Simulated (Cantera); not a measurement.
Charge: 1 mol n-butane, 0.14 mol CO₂, at 2700000 Pa.

These are equilibrium values from Cantera (NASA tables, ideal gas, pure condensed phases), not measurements of a reactor. Candidate condensed phases: C, C₆H₆, C₇H₈, C₈H₁₈, H₂O; 110 gas species. Equilibrium is a limit: real reactors are often held back by kinetics, nucleation or transport.

Question: At 2275 °C, list the 4 most abundant gas species with their mole fractions, and the condensed phases.

Answer: H₂ 0.925, CO 0.0530, C₂H₂ (acetylene) 0.0122, H 0.00573. Condensed: C(graphite).
